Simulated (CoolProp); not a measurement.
Vapour-liquid equilibrium of R113 (1) + n-hexane (2) at 0.559 MPa; x and y are mole fractions of (1).

Values from CoolProp's multi-fluid Helmholtz-energy mixture model, Marx 1992 and Thol 2019; pair parameters Bell 2016.

| x | bubble temperature, mixture model (K) | bubble temperature, Raoult's law (K) | y, mixture model | y, Raoult's law |
|---|---|---|---|---|
| 0.05 | 406.1 | 406.9 | 0.086 | 0.080 |
| 0.2 | 400.4 | 402.5 | 0.302 | 0.295 |
| 0.35 | 395.8 | 398.5 | 0.470 | 0.476 |
| 0.5 | 392.2 | 394.7 | 0.610 | 0.629 |
| 0.65 | 389.2 | 391.2 | 0.733 | 0.760 |
| 0.8 | 386.7 | 388.0 | 0.848 | 0.873 |
| 0.95 | 384.6 | 385.0 | 0.961 | 0.970 |

The largest gap from Raoult's law is -2.7 K in bubble temperature, at x = 0.35. No azeotrope shows between x = 0.05 and 0.95.

Pair parameters are fitted to limited data, so mixtures are less certain than the pure fluids.
